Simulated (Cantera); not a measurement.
Cantera with NASA thermochemical tables; ideal gases at 1 bar, condensed phases pure. Values are per mole of reaction as written; species without (g) are pure solids or liquids, kept so even where they would boil at 1 bar.

3 Li₂O + 3 H₂(g) + O₃(g) ⇌ 6 LiOH

```json
[
 {"T (K)": "1173", "ΔH° (kJ)": "[?]", "ΔS° (J/K)": "[?]", "ΔG° (kJ)": "[?]", "log10 K": "[?]"},
 {"T (K)": "1223", "ΔH° (kJ)": "[?]", "ΔS° (J/K)": "[?]", "ΔG° (kJ)": "[?]", "log10 K": "[?]"},
 {"T (K)": "1273", "ΔH° (kJ)": "-1051.3", "ΔS° (J/K)": "-222.1", "ΔG° (kJ)": "-768.6", "log10 K": "31.54"},
 {"T (K)": "1323", "ΔH° (kJ)": "[?]", "ΔS° (J/K)": "[?]", "ΔG° (kJ)": "[?]", "log10 K": "[?]"},
 {"T (K)": "1373", "ΔH° (kJ)": "-1042.3", "ΔS° (J/K)": "-215.3", "ΔG° (kJ)": "-746.8", "log10 K": "28.41"},
 {"T (K)": "1423", "ΔH° (kJ)": "-1038.1", "ΔS° (J/K)": "-212.2", "ΔG° (kJ)": "-736.1", "log10 K": "27.02"},
 {"T (K)": "1473", "ΔH° (kJ)": "-1034.0", "ΔS° (J/K)": "-209.4", "ΔG° (kJ)": "-725.6", "log10 K": "25.73"}
]
```

Question: Some entries are withheld; supply them.

Answer: 
- 1173, ΔH° (kJ): -1061.1
- 1173, ΔS° (J/K): -230.1
- 1173, ΔG° (kJ): -791.2
- 1173, log10 K: 35.23
- 1223, ΔH° (kJ): -1056.1
- 1223, ΔS° (J/K): -225.9
- 1223, ΔG° (kJ): -779.8
- 1223, log10 K: 33.31
- 1323, ΔH° (kJ): -1046.8
- 1323, ΔS° (J/K): -218.5
- 1323, ΔG° (kJ): -757.6
- 1323, log10 K: 29.91
